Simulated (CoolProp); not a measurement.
A single-stage vapour-compression cycle with cyclopentane: evaporating at 315.15 K (dew point), condensing at 382.15 K (bubble point), superheat 5 K, subcooling 8 K, compressor efficiency 0.75, no pressure losses. Each further row changes one setting.

Model: reference Helmholtz-energy equation of state, Gedanitz 2015, in CoolProp.

```tsv
case	cooling COP	pressure ratio	discharge temperature (K)	refrigerating effect (kJ/kg)	volumetric capacity (kJ/m³)
as stated	2.89	6.46	393.3	280	601
evaporating temperature 320.15 K	3.24	5.45	…	286	719
condensing temperature 377.15 K	…	5.77	388.8	291	625
subcooling 13 K	3.01	6.46	393.3	291	625
superheat 15 K	2.93	6.46	402.7	293	609
compressor efficiency 0.65	2.51	6.46	…	280	601
```

Q: Complete the blanks.

A: 
- evaporating temperature 320.15 K, discharge temperature (K): 391.9
- condensing temperature 377.15 K, cooling COP: 3.21
- compressor efficiency 0.65, discharge temperature (K): 401.7
